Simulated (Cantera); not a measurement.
Input: 1 mol CaO, 8.1 mol HCl, 13 mol N2, held at 1298.15 K and 1.40 mbar.

These are equilibrium values from Cantera (NASA tables, ideal gas, pure condensed phases), not measurements of a reactor. Candidate condensed phases: Ca, CaCl2, CaO, Ca(OH)2, H2O, NH4Cl; 36 gas species. Condensed phases not in the tables: oxide chlorides. Kinetics and transport are ignored.

Question: What is the equilibrium state?

Answer: 
| Quantity | Value |
|---|---|
| x(N2) | 0.621 |
| x(HCl) | 0.291 |
| x(H2O) | 0.0478 |
| x(CaCl2) | 0.0398 |
| x(Cl) | 0.000461 |
| x(H2) | 0.000234 |
| x(Cl2) | 2.00e-6 |
| x(OH) | 1.16e-6 |
| n(CaCl2(l)) | 0.167 mol |
| gas amount | 20.94 mol |
| log10 activity of Ca(l) (absent) | -15.74 |
